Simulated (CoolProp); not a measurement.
The fluid at 293.15 K and 0.647 MPa flows at 14 m/s in a round tube of 10 mm bore and 1.5 µm roughness, fully developed (64/Re and Nu = 3.66 if laminar; Colebrook and Gnielinski if turbulent). The same conditions are run with several fluids, on thermodynamics alone (safety and materials aside).

Model: reference Helmholtz-energy equation of state of each fluid (carbon dioxide: Span 1996; methane: Setzmann 1991; R410A: Lemmon 2003; oxygen: Schmidt 1985; CF4 (R14): Platzer 1990), in CoolProp. The equations of Platzer and Polt are older, rougher fits. Blends and air are pseudo-pure fits.

```tsv
fluid	Reynolds number	Darcy friction factor	pressure drop (Pa/m)	heat-transfer coefficient (W/(m² K))	mass flow (kg/h)
carbon dioxide	115000	0.0183	2170	375	47.9
methane	54300	0.0211	890	399	17.1
R410A	232000	0.0164	3420	600	84.3
oxygen	58600	0.0207	1730	323	33.8
CF4 (R14)	194000	0.0168	3960	545	94.9
```

Transport values come from each fluid's own correlations; those of CF4 (R14) are estimates that may be off by 10 % or more.
